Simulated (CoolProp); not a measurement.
Vapour pressure (kPa) of R1132(E): the reference equation beside estimates from Tc = 348.8 K, pc = 5174 kPa, ω = 0.245.

Values from CoolProp's reference Helmholtz-energy equation of state, Akasaka 2024.

```tsv
T (K)	reference	van der Waals	Redlich-Kwong	Soave-Redlich-Kwong	Peng-Robinson
258.3	499.6	1373	714.7	500.9	496.6
263.5	597.5	1513	833.8	599.7	593.7
268.7	709.1	1661	966.2	712.6	704.7
273.9	835.5	1818	1113	840.7	830.6
279.1	978.0	1985	1274	985.2	972.9
284.3	1138	2161	1450	1148	1133
289.5	1316	2346	1643	1329	1311
294.7	1514	2540	1852	1531	1511
299.9	1734	2745	2079	1754	1731
305.1	1976	2960	2324	2000	1976
310.3	2242	3184	2587	2271	2244
```

Absolute difference from the reference over all 11 rows, mean and median: van der Waals 97.2 and 89.9 %, Redlich-Kwong 28.2 and 27.4 %, Soave-Redlich-Kwong 0.8 and 0.9 %, Peng-Robinson 0.4 and 0.4 %.
